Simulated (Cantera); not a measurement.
A Cantera script and its output.

```python
import numpy as np
import cantera as ct

gas = ct.Solution("h2o2.yaml")
gas.TPX = 525, 1000000, {'H2': 1, 'O2': 0.641, 'N2': 2.41}
flame = ct.FreeFlame(gas, width=0.008)
flame.set_refine_criteria(ratio=3, slope=0.08, curve=0.16)
flame.transport_model = "mixture-averaged"
flame.solve(loglevel=0, auto=True)
z, T = flame.grid, flame.T
thick = (T[-1] - T[0]) / np.gradient(T, z).max()
show = ['H2', 'O2', 'H2O2', 'H', 'O', 'OH']
print(f"laminar burning velocity  {flame.velocity[0] * 100:.3f} cm/s")
print(f"burnt temperature         {T[-1]:.1f} K")
print(f"thermal thickness         {thick * 1e3:.4f} mm")
print(f"grid points               {len(z)}")
z0 = z[flame.heat_release_rate.argmax()]
print(f"{'z/mm':>9s}{'T/K':>9s}{'u/(m/s)':>9s}" + "".join(f"{s:>11s}" for s in show))
rows = []
for k in (-3, -2, -1.5, -1, -0.5, -0.25, 0, 0.25, 0.5, 1, 2, 4, 8):
    zz = z0 + k * thick
    rows.append([k * thick, np.interp(zz, z, T), np.interp(zz, z, flame.velocity),
                 *(np.interp(zz, z, flame.X[gas.species_index(s)]) for s in show)])
    print(f"{rows[-1][0] * 1e3:9.3f}{rows[-1][1]:9.1f}{rows[-1][2]:9.3f}" + "".join(f"{x:11.3e}" for x in rows[-1][3:]))
```

It prints:

```
laminar burning velocity  240.186 cm/s
burnt temperature         2283.0 K
thermal thickness         0.0276 mm
grid points               114
     z/mm      T/K  u/(m/s)         H2         O2       H2O2          H          O         OH
   -0.083    525.1    2.400  2.460e-01  1.584e-01  7.485e-09  1.874e-13  7.091e-11  1.494e-12
   -0.055    525.9    2.395  2.431e-01  1.590e-01  1.094e-07  4.686e-12  1.733e-09  3.807e-11
   -0.041    528.0    2.391  2.383e-01  1.600e-01  5.667e-07  3.268e-11  1.122e-08  2.738e-10
   -0.028    543.9    2.419  2.226e-01  1.629e-01  7.098e-06  1.051e-09  1.562e-07  9.740e-09
   -0.014    723.5    3.060  1.690e-01  1.639e-01  1.409e-04  2.141e-05  1.455e-05  3.652e-05
   -0.007   1080.9    4.450  1.200e-01  1.453e-01  2.198e-04  9.359e-04  3.206e-04  7.267e-04
    0.000   1494.5    6.080  6.978e-02  1.092e-01  3.278e-05  4.478e-03  1.927e-03  2.932e-03
    0.007   1775.0    7.197  3.562e-02  7.685e-02  5.880e-06  6.894e-03  3.703e-03  6.825e-03
    0.014   1935.7    7.834  1.985e-02  5.985e-02  4.027e-06  6.310e-03  4.257e-03  9.933e-03
    0.028   2092.1    8.438  1.005e-02  4.930e-02  2.628e-06  3.525e-03  3.389e-03  1.133e-02
    0.055   2202.3    8.845  4.938e-03  4.575e-02  1.653e-06  1.200e-03  1.720e-03  9.280e-03
    0.110   2258.8    9.046  2.064e-03  4.478e-02  1.053e-06  3.162e-04  7.210e-04  6.442e-03
    0.221   2278.6    9.115  9.985e-04  4.471e-02  8.142e-07  1.124e-04  3.771e-04  4.791e-03
```

Cantera simulation using the H2/O2 subset of GRI-Mech 3.0, which has no nitrogen chemistry; the numbers are that mechanism's predictions, not measurements. The hydrogen kinetics of GRI-Mech 3.0 are dated; newer H2 mechanisms differ, most at raised pressure. Burning velocities carry a grid error of a few per cent, more on coarse grids.
